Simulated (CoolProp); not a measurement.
The numbers come from the reference Helmholtz-energy equation of state, Lemmon 2006 in CoolProp. It is a short technical equation, of lower accuracy than the large ones.

### Question
Give the vapour pressure (bar), liquid density (kg/m³), vapour density (kg/m³), enthalpy of vaporisation (kJ/kg) of saturated carbon monoxide at 105.9, 108, 123.1 K.

### Answer
```tsv
T (K)	p (bar)	liquid density (kg/m³)	vapour density (kg/m³)	enthalpy of vaporisation (kJ/kg)
105.9	8.22	672	31.9	171
108	9.42	660	36.7	166
123.1	22.0	546	96.5	116
```
